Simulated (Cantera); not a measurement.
An adiabatic, constant-pressure homogeneous reactor starts with 16.2 % CH3OH, 13.5 % O2, 50.8 % N2, 19.5 % H2O, equivalence ratio 1.8, at 1750 K and 0.987 atm.

Computed with Cantera and GRI-Mech 3.0 (53 species, 325 reactions). GRI-Mech 3.0 was tuned for natural gas; its chemistry of methanol as a main component is partial and can be far from experiment.

**Question.** Predict: time of steepest temperature rise; temperature at 2.00 s; equilibrium temperature; x(O2) at 2.00 s; x(H2O) at 2.00 s; x(HCO) at 2.00 s; x(NO2) at 2.00 s.

**Answer.** 
```json
{
  "time_of_steepest_temperature_rise": "18.1 µs",
  "temperature at 2.00 s": "2611 K",
  "equilibrium_temperature": "2611 K",
  "x(O2) at 2.00 s": "0.00118 (gas-phase equilibrium 0.00118)",
  "x(H2O) at 2.00 s": "0.324 (gas-phase equilibrium 0.324)",
  "x(HCO) at 2.00 s": "1.33e-7 (gas-phase equilibrium 1.33e-7)",
  "x(NO2) at 2.00 s": "9.03e-8 (gas-phase equilibrium 9.03e-8)"
}
```
